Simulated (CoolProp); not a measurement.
A single-stage vapour-compression cycle with R507A: evaporating at 222.15 K (dew point), condensing at 290.15 K (bubble point), superheat 2 K, subcooling 2 K, compressor efficiency 0.8, no pressure losses. Each further row changes one setting.

Computed with CoolProp (reference Helmholtz-energy equation of state, Lemmon 2003). It is a pseudo-pure fit of the blend.

```csv
case,cooling COP,pressure ratio,discharge temperature (K),refrigerating effect (kJ/kg),volumetric capacity (kJ/m³)
as stated,1.80,12.6,316.7,114,516
evaporating temperature 227.15 K,2.04,9.84,313.7,117,667
condensing temperature 285.15 K,2.03,10.9,310.9,121,549
subcooling 7 K,1.91,12.6,316.7,121,549
superheat 12 K,1.82,12.6,327.4,121,524
compressor efficiency 0.7,1.57,12.6,325.4,114,516
```
